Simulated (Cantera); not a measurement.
An isothermal, constant-pressure homogeneous reactor starts with 0.120 % C2H6, 99.9 % N2, at 1825 K and 0.390 bar.

Cantera simulation using GRI-Mech 3.0 (53 species, 325 reactions); the numbers are that mechanism's predictions, not measurements. GRI-Mech 3.0 stops at C3 and has no aromatics, soot or wall deposition, so with more carbon than oxygen in the feed, carbon stays in small species such as C2H2 where larger ones or solid carbon would form.

x: mole fraction; the columns are a selection and need not sum to one.

| t (s) | x C2H6 | x HCN | x C2H2 | x H2 | x CH2 | x CH3 |
|---|---|---|---|---|---|---|
| 5.00e-6 | 0.00108 | 7.95e-12 | 7.20e-10 | 1.99e-7 | 2.79e-8 | 0.000253 |
| 1.41e-5 | [?] | 4.80e-10 | [?] | [?] | [?] | [?] |
| 3.97e-5 | 0.000472 | 2.95e-7 | 2.97e-6 | 6.33e-5 | 6.33e-6 | 0.00120 |
| 0.000112 | 6.59e-5 | 1.37e-5 | 0.000176 | 0.000615 | 1.26e-5 | 0.000948 |
| 0.000316 | 2.86e-6 | 4.66e-5 | 0.000721 | 0.00157 | 6.28e-6 | 0.000267 |
| 0.000890 | 2.62e-7 | 7.02e-5 | 0.00102 | 0.00206 | 2.29e-6 | 8.21e-5 |
| 0.00251 | 5.22e-8 | 8.37e-5 | 0.00110 | 0.00222 | 8.17e-7 | 3.56e-5 |
| 0.00707 | [?] | 9.17e-5 | 0.00112 | 0.00228 | [?] | [?] |
| 0.0199 | 3.98e-9 | 9.76e-5 | 0.00113 | 0.00232 | 1.33e-7 | 9.55e-6 |
| 0.0562 | 1.09e-9 | 0.000104 | 0.00114 | 0.00235 | 6.76e-8 | 4.99e-6 |
| 0.158 | 1.28e-10 | 0.000113 | 0.00114 | 0.00237 | 2.42e-8 | 1.71e-6 |
| 0.446 | 2.78e-12 | 0.000118 | 0.00114 | 0.00238 | 3.80e-9 | 2.52e-7 |
| 1.26 | <1e-12 | 0.000119 | 0.00114 | 0.00238 | 7.73e-10 | 4.66e-8 |
| 3.55 | <1e-12 | 0.000119 | 0.00114 | 0.00238 | 3.01e-10 | 1.80e-8 |
| 10.0 | <1e-12 | 0.000119 | 0.00114 | 0.00238 | 1.16e-10 | 6.92e-9 |

Complete the blanks.


- 1.41e-5, x C2H6: 0.000875
- 1.41e-5, x C2H2: 2.30e-8
- 1.41e-5, x H2: 3.09e-6
- 1.41e-5, x CH2: 5.48e-7
- 1.41e-5, x CH3: 0.000632
- 0.00707, x C2H6: 1.32e-8
- 0.00707, x CH2: 3.00e-7
- 0.00707, x CH3: 1.76e-5
